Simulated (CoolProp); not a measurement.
Vapour-liquid equilibrium of propylene (1) + n-heptane (2) at 52.3 kPa; x and y are mole fractions of (1).

Computed with CoolProp (multi-fluid Helmholtz-energy mixture model, Lemmon 2013 and Span 2003; pair parameters Bell 2016).

```tsv
x	bubble temperature, mixture model (°C)	bubble temperature, Raoult's law (°C)	y, mixture model	y, Raoult's law
0.05	21.0	18.0	0.907	0.923
0.15	-20.9	-16.4	0.994	0.992
0.25	-36.9	-30.4	0.998	0.997
0.35	-45.4	-38.7	0.999	0.999
0.45	-50.3	-44.6	1.000	0.999
0.55	-53.4	-49.0	1.000	1.000
0.65	-55.5	-52.6	1.000	1.000
0.75	-57.1	-55.5	1.000	1.000
0.85	-58.6	-58.0	1.000	1.000
0.95	-60.2	-60.2	1.000	1.000
```

The largest gap from Raoult's law is -6.7 K in bubble temperature, at x = 0.35. No azeotrope shows between x = 0.05 and 0.95.

Pair parameters are fitted to limited data, so mixtures are less certain than the pure fluids. The gap from Raoult's law changes sign with composition, which may be real or a fault of the pair parameters; it wasn't checked against measurements.
